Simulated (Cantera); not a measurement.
Input: 1 mol acetone, 0.95 mol O2, 97 mol H2, equilibrated at 2525 °C and 13500 Torr.

Cantera equilibrium calculation (NASA polynomials, part measured and part estimated; ideal gas, pure solids and liquids). Candidate condensed phases: C, C6H6, C7H8, C8H18, H2O; 110 gas species. The feed counts by its element totals alone. Equilibrium is a limit: real reactors are often held back by kinetics, nucleation or transport.

Q: What is the equilibrium state?

A: 
- x(H2): 0.953
- x(CO): 0.0279
- x(H): 0.0187
- x(C2H2 (acetylene)): 0.000386
- x(CH4): 0.000177
- x(CH3): 5.82e-5
- x(H2O): 5.47e-5
- x(CH2): 2.55e-6
- x(C2H4): 1.88e-6
- gas amount: 103.8 mol
- log10 activity of C(graphite) (absent): -0.96
